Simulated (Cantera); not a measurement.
What does this Cantera script print?

```python
import numpy as np
import cantera as ct

gas_names = [...]  # 136 gases of nasa_gas.yaml made of C, H, N, O
cond_names = """
    C(gr) C6H6(L) C7H8(L) C8H18(L),n-octa H2O(s) H2O(L)
""".split()


# ... load() reads the species with a 1 bar reference pressure and builds the phases ...
atoms = {
    'n-butane': {'C': 4, 'H': 10},
    'H2O': {'H': 2, 'O': 1},
    'N2': {'N': 2},
}
top_T = {'C(gr)': 4500}  # K; cautious upper limits of use, not melting points


# ... equilibrate(T, P, feed) seeds the gas with the atoms and calls Mixture.equilibrate('TP', solver="vcs", rtol=1e-11, max_steps=5000) ...
results = []
T = 2375  # K
P = 13332.2  # Pa
for m in [0.72, 1, 1.4, 2, 2.9, 4.1, 5.8, 8.2, 12, 17, 23, 33]:
    feed = {'n-butane': 1, 'H2O': 0.19, 'N2': m}  # mol
    mix = equilibrate(T, P, feed)
    results.append((T, P, feed, dict(zip(mix.species_names, mix.species_moles))))

top = {s: max(r[3][s] / sum(r[3][g] for g in gas_names) for r in results) for s in gas_names}
cols = sorted((s for s in top if top[s] > 1e-06), key=lambda s: -top[s])[:8]
seen = [c for c in cond_names if any(r[3].get(c, 0) > 1e-12 for r in results)]
print("log10 of partial pressures in bar; condensed amounts in mol")
print(f"{'n(N2)':>10s}" + "".join(f"{s[:9]:>10s}" for s in cols + seen))
for T, P, feed, n in results:
    ng = sum(n[g] for g in gas_names)
    print(f"{feed['N2']:10.4g}" + "".join(f"{np.log10(max(n[s] / ng * P / 1e5, 1e-99)):10.3f}" for s in cols)
          + "".join(f"{n.get(c, 0):10.4g}" for c in seen))
```

It prints:

```
log10 of partial pressures in bar; condensed amounts in mol
     n(N2)        N2        H2         H        CO       HCN C2H2,acet       HNC        CN     C(gr)
      0.72    -1.843    -0.969    -2.335    -2.389    -2.699    -3.176    -3.696    -5.383     3.644
         1    -1.715    -0.989    -2.345    -2.409    -2.645    -3.196    -3.642    -5.319     3.626
       1.4    -1.590    -1.017    -2.359    -2.435    -2.597    -3.224    -3.594    -5.257     3.603
         2    -1.468    -1.055    -2.378    -2.471    -2.555    -3.262    -3.552    -5.196     3.575
       2.9    -1.353    -1.107    -2.404    -2.521    -2.523    -3.314    -3.520    -5.138     3.539
       4.1    -1.259    -1.168    -2.434    -2.579    -2.506    -3.374    -3.503    -5.091       3.5
       5.8    -1.177    -1.242    -2.472    -2.650    -2.502    -3.449    -3.499    -5.050     3.454
       8.2    -1.109    -1.329    -2.515    -2.734    -2.512    -3.536    -3.509    -5.016     3.399
        12    -1.048    -1.441    -2.571    -2.841    -2.537    -3.648    -3.535    -4.986     3.327
        17    -1.005    -1.556    -2.628    -2.950    -2.573    -3.763    -3.570    -4.964      3.25
        23    -0.975    -1.664    -2.683    -3.053    -2.613    -3.871    -3.610    -4.950     3.171
        33    -0.948    -1.803    -2.752    -3.183    -2.668    -4.010    -3.666    -4.936     3.062
```

These are equilibrium values from Cantera (NASA tables, ideal gas, pure condensed phases), not measurements of a reactor.
